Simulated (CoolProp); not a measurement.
Properties of normal hydrogen at several states (Tc = 33.1 K, pc = 1296 kPa, ω = -0.219).

Model: reference Helmholtz-energy equation of state, Leachman 2009, in CoolProp.

| T (K) | p (kPa) | phase | Z | isothermal compressibility (1/MPa) | Prandtl number | fugacity coefficient |
|---|---|---|---|---|---|---|
| 621.3 | 210 | gas | 1.001 | 4.759 | ? | 1.001 |
| 665.6 | 6700 | supercritical | 1.020 | 0.1463 | ? | 1.020 |
| 608.4 | 680 | gas | 1.002 | 1.467 | ? | 1.002 |
| 351 | 834 | gas | 1.004 | 1.194 | ? | 1.004 |
| 662.7 | 728 | gas | 1.002 | 1.371 | ? | 1.002 |

Task: Fill in the missing entries.

Result: 
- 621.3, Prandtl number: 0.681
- 665.6, Prandtl number: 0.672
- 608.4, Prandtl number: 0.680
- 351, Prandtl number: 0.682
- 662.7, Prandtl number: 0.679

Viscosity comes from a separate model (Muzny 2013). Thermal conductivity comes from a separate model (Assael 2011).
